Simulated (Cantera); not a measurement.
A closed system holds: 1 mol Fe(CO)5, a varied amount of O2, 1.9 mol H2, held at 1575 K and 0.00460 bar.

Method: chemical equilibrium by Gibbs-energy minimisation in Cantera with the NASA 1993 tables (ideal gas, pure condensed phases). Candidate condensed phases: C, C6H6, C7H8, C8H18, Fe, Fe(CO)5, FeO, Fe(OH)2, Fe(OH)3, Fe2O3, Fe3O4, H2O; 114 gas species. Rates play no part.

**Question.** At 0.03 mol O2, list the 6 most abundant gas species with their mole fractions, and the condensed phases.

**Answer.** CO 0.720, H2 0.271, H2O 0.00453, CO2 0.00416, H 0.000319, Fe 0.000149. Condensed: Fe(γ).
